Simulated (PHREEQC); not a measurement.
PHREEQC input (Pitzer model, pitzer.dat):

```
SOLUTION 1
  temp 25
  units mol/kgw
  pH 7 charge
  Cl 0.0065
  K 0.0065
  S(6) 5.2e-05
  Ca 5.2e-05
  Br 0.055
  Na 0.055
END
USE solution 1
INCREMENTAL_REACTIONS false
REACTION 1
  H2O -1
  0 9.886 18.011 24.689 30.178 34.689 38.397 41.444
  43.949 46.007 47.699 49.089 50.232 51.172 51.944 52.578
  53.1 53.528 53.88 54.17 54.408 54.603 moles
EQUILIBRIUM_PHASES 1
  Arcanite 0 0
  Glaserite 0 0
  Glauberite 0 0
  Gypsum 0 0
  Anhydrite 0 0
  Halite 0 0
  Mirabilite 0 0
  Misenite 0 0
  Portlandite 0 0
  Sylvite 0 0
  Syngenite 0 0
  Thenardite 0 0
SELECTED_OUTPUT 1
  -reset false
  -pH true
  -pe true
  -ionic_strength true
  -water true
  -activities H2O
  -totals Br Ca Cl K Na S
  -molalities H+ Na+ K+ Ca+2 Cl- SO4-2 Br- OH- HSO4-
  -equilibrium_phases Arcanite Glaserite Glauberite Gypsum Anhydrite Halite Mirabilite Misenite Portlandite Sylvite
    Syngenite Thenardite
PRINT
  -reset false
END
```

Selected output (columns that matter, 17 of 22 rows; water left (kg) added in front):

```
water left (kg)	pH	mu	Br	Ca	Cl	K	Na	S	m_H+	m_Na+	m_K+	m_Ca+2	m_Cl-	la_H2O
1	6.9879	0.061708	0.055	5.2e-05	0.0065	0.0065	0.055	5.2e-05	1.2318e-07	0.055	0.0065	5.2e-05	0.0065	-0.00090603
0.821894	6.986	0.07508	0.066919	6.3269e-05	0.0079086	0.0079086	0.066919	6.3269e-05	1.248e-07	0.066919	0.0079086	6.3269e-05	0.0079086	-0.0010988
0.555203	6.981	0.11114	0.099063	9.3659e-05	0.011707	0.011707	0.099063	9.3659e-05	1.2813e-07	0.099063	0.011707	9.3659e-05	0.011707	-0.001617
0.456313	6.9777	0.13523	0.12053	0.00011396	0.014245	0.014245	0.12053	0.00011396	1.2979e-07	0.12053	0.014245	0.00011396	0.014245	-0.0019624
0.375043	6.9737	0.16454	0.14665	0.00013865	0.017331	0.017331	0.14665	0.00013865	1.3141e-07	0.14665	0.017331	0.00013865	0.017331	-0.0023824
0.253345	6.9635	0.24357	0.2171	0.00020525	0.025657	0.025657	0.2171	0.00020525	1.3436e-07	0.2171	0.025657	0.00020525	0.025657	-0.0035168
0.208215	6.9568	0.29637	0.26415	0.00024974	0.031218	0.031218	0.26415	0.00024974	1.356e-07	0.26415	0.031218	0.00024974	0.031218	-0.0042773
0.171138	6.9489	0.36057	0.32138	0.00030385	0.037981	0.037981	0.32138	0.00030385	1.3659e-07	0.32138	0.037981	0.00030385	0.037981	-0.0052065
0.140655	6.9394	0.43872	0.39103	0.0003697	0.046212	0.046212	0.39103	0.0003697	1.3726e-07	0.39103	0.046212	0.0003697	0.046212	-0.0063445
0.0950203	6.9147	0.64942	0.57882	0.00054725	0.068406	0.068406	0.57882	0.00054725	1.3729e-07	0.57882	0.068406	0.00054725	0.068406	-0.0094589
0.0780853	6.8985	0.79026	0.70436	0.00066594	0.083242	0.083242	0.70436	0.00066594	1.3642e-07	0.70436	0.083242	0.00066594	0.083242	-0.011582
0.0641769	6.879	0.96153	0.85701	0.00081026	0.10128	0.10128	0.85701	0.00081026	1.3479e-07	0.85701	0.10128	0.00081026	0.10128	-0.014213
0.0433504	6.8273	1.4235	1.2687	0.0011995	0.14994	0.14994	1.2687	0.0011995	1.2869e-07	1.2687	0.14994	0.0011995	0.14994	-0.021602
0.0356396	6.793	1.7314	1.5432	0.0014591	0.18238	0.18238	1.5432	0.0014591	1.2392e-07	1.5432	0.18238	0.0014591	0.18238	-0.026786
0.0292979	6.7511	2.1062	1.8773	0.0017749	0.22186	0.22186	1.8773	0.0017749	1.1785e-07	1.8773	0.22186	0.0017749	0.22186	-0.033393
0.0197855	6.6365	3.1189	2.7798	0.0026282	0.32852	0.32852	2.7798	0.0026282	1.0153e-07	2.7798	0.32852	0.0026282	0.32852	-0.053019
0.0162724	6.5587	3.7922	3.38	0.0031956	0.39945	0.39945	3.38	0.0031956	9.147e-08	3.38	0.39945	0.0031956	0.39945	-0.067597
```
